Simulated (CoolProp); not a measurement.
Values from CoolProp's reference Helmholtz-energy equation of state, Span 1996.

Q: Give the vapour pressure (MPa), liquid density (kg/m³), vapour density (kg/m³), liquid cp (kJ/(kg K)) of saturated carbon dioxide at 236.1 K.

A: 
```tsv
T (K)	p (MPa)	liquid density (kg/m³)	vapour density (kg/m³)	liquid cp (kJ/(kg K))
236.1	1.12	1100	29.0	2.03
```
